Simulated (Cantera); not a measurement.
## Equilibrium for metals in furnace atmospheres: Cu + H2O + N2

Feed: 1 mol Cu, 0.058 mol H2O, a varied amount of N2, at 1402 °C and 1.40 mbar.

Equilibrium computed with Cantera from the NASA thermochemical tables; the gas is ideal and each condensed phase is pure. Candidate condensed phases: Cu, CuO, Cu(OH)2, Cu2O, H2O; 27 gas species. The numbers say what is thermodynamically allowed, not how fast it happens.

```json
[
 {"n(N2) (mol)": "8", "x N2": "0.912", "x Cu": "0.0815", "x H2O": "0.00629", "x H2": "0.000266", "x O2": "9.46e-5", "x Cu2": "8.71e-5", "x NO": "6.01e-5", "x OH": "5.78e-5", "n Cu(l)": "0.283"},
 {"n(N2) (mol)": "11", "x N2": "0.913", "x Cu": "0.0815", "x H2O": "0.00455", "x H2": "0.000216", "x O2": "7.52e-5", "x Cu2": "8.71e-5", "x NO": "5.36e-5", "x OH": "4.65e-5", "n Cu(l)": "0.0158"},
 {"n(N2) (mol)": "14", "x N2": "0.930", "x Cu": "0.0663", "x H2O": "0.00362", "x H2": "0.000187", "x O2": "6.39e-5", "x Cu2": "5.75e-5", "x NO": "4.99e-5", "x OH": "3.98e-5", "n Cu(l)": "0"},
 {"n(N2) (mol)": "19", "x N2": "0.947", "x Cu": "0.0498", "x H2O": "0.00270", "x H2": "0.000155", "x O2": "5.18e-5", "x Cu2": "3.25e-5", "x NO": "4.54e-5", "x OH": "3.26e-5", "n Cu(l)": "0"},
 {"n(N2) (mol)": "25", "x N2": "0.959", "x Cu": "0.0383", "x H2O": "0.00206", "x H2": "0.000130", "x O2": "4.27e-5", "x Cu2": "1.92e-5", "x NO": "4.14e-5", "x OH": "2.72e-5", "n Cu(l)": "0"},
 {"n(N2) (mol)": "33", "x N2": "0.969", "x Cu": "0.0293", "x H2O": "0.00157", "x H2": "0.000109", "x O2": "3.50e-5", "x Cu2": "1.13e-5", "x NO": "3.77e-5", "x OH": "2.25e-5", "n Cu(l)": "0"},
 {"n(N2) (mol)": "44", "x N2": "0.976", "x Cu": "0.0222", "x H2O": "0.00117", "x H2": "9.07e-5", "x O2": "2.83e-5", "x Cu2": "6.44e-6", "x NO": "3.41e-5", "x OH": "1.85e-5", "n Cu(l)": "0"},
 {"n(N2) (mol)": "59", "x N2": "0.982", "x Cu": "0.0166", "x H2O": "0.000870", "x H2": "7.51e-5", "x O2": "2.28e-5", "x Cu2": "3.63e-6", "x NO": "3.06e-5", "x OH": "1.51e-5", "n Cu(l)": "0"},
 {"n(N2) (mol)": "79", "x N2": "0.987", "x Cu": "0.0125", "x H2O": "0.000644", "x H2": "6.21e-5", "x O2": "1.83e-5", "x Cu2": "2.04e-6", "x NO": "2.75e-5", "x OH": "1.23e-5", "n Cu(l)": "0"},
 {"n(N2) (mol)": "100", "x N2": "0.989", "x Cu": "0.00989", "x H2O": "0.000504", "x H2": "5.32e-5", "x O2": "1.52e-5", "x Cu2": "1.28e-6", "x NO": "2.51e-5", "x OH": "1.04e-5", "n Cu(l)": "0"},
 {"n(N2) (mol)": "140", "x N2": "0.992", "x Cu": "0.00709", "x H2O": "0.000354", "x H2": "4.27e-5", "x O2": "1.17e-5", "x Cu2": "6.58e-7", "x NO": "2.21e-5", "x OH": "8.14e-6", "n Cu(l)": "0"}
]
```
x: gas mole fraction; n: condensed amount in mol.

From 8 mol N2 to 11 mol N2 the condensed part is Cu(l). From 14 mol N2 to 140 mol N2 nothing is condensed. The main Cu-bearing gas is Cu throughout.
